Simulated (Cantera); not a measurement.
A perfectly stirred reactor is fed with CH4 : H2 : N2 = 0.018 : 1 : 0.00016 (molar parts), at 0.0484 atm; it is held at 1775 K, and followed from long to short residence time.

Computed with Cantera and GRI-Mech 3.0 (53 species, 325 reactions). GRI-Mech 3.0 stops at C3 and has no aromatics, soot or wall deposition, so with more carbon than oxygen in the feed, carbon stays in small species such as C2H2 where larger ones or solid carbon would form. Radical loss at walls, strong at low pressure, is not modelled.

One state of this run: x CH4 = 0.00344; x H2 = 0.988; x C2H2 = 0.00693; x CH3 = 8.94e-5; x C2H6 = 6.10e-8. x: mole fraction; the columns are a selection and need not sum to one.

Q: Which value of τ (s) does it belong to?
A) 4.4
B) 30
C) 0.00033
D) 0.015

A: A, 4.4
